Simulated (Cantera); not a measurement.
Input: 1 mol Si₂Cl₆, 1.5 mol HCl, 120 mol N₂, at 0.0140 bar.

Method: chemical equilibrium by Gibbs-energy minimisation in Cantera with the NASA 1993 tables (ideal gas, pure condensed phases). Candidate condensed phases: NH₄Cl, Si, Si₃N₄; 28 gas species. The feed counts by its element totals alone. N₂ is the only nitrogen source here; it is nearly inert below about 1500 K, so the nitride shown seldom forms there in practice. The numbers say what is thermodynamically allowed, not how fast it happens.

Q: Which condensed phases are stable at each of these points (T (K)): 875, 925, 975, 1025, 1075, 1125, 1175, 1225, 1275, 1325, 1375, 1425?

A: 
```json
[
 {"T (K)": "875", "condensed phases": "Si₃N₄(s)", "Si condensed (%)": "23.7"},
 {"T (K)": "925", "condensed phases": "Si₃N₄(s)", "Si condensed (%)": "23.8"},
 {"T (K)": "975", "condensed phases": "Si₃N₄(s)", "Si condensed (%)": "23.9"},
 {"T (K)": "1025", "condensed phases": "Si₃N₄(s)", "Si condensed (%)": "24.0"},
 {"T (K)": "1075", "condensed phases": "Si₃N₄(s)", "Si condensed (%)": "24.0"},
 {"T (K)": "1125", "condensed phases": "Si₃N₄(s)", "Si condensed (%)": "23.8"},
 {"T (K)": "1175", "condensed phases": "Si₃N₄(s)", "Si condensed (%)": "23.3"},
 {"T (K)": "1225", "condensed phases": "Si₃N₄(s)", "Si condensed (%)": "21.9"},
 {"T (K)": "1275", "condensed phases": "Si₃N₄(s)", "Si condensed (%)": "19.0"},
 {"T (K)": "1325", "condensed phases": "Si₃N₄(s)", "Si condensed (%)": "12.8"},
 {"T (K)": "1375", "condensed phases": "Si₃N₄(s)", "Si condensed (%)": "1.6"},
 {"T (K)": "1425", "condensed phases": "gas only", "Si condensed (%)": "0.0"}
]
```

From 875 K to 1375 K the condensed part is Si₃N₄(s). At 1425 K nothing is condensed.
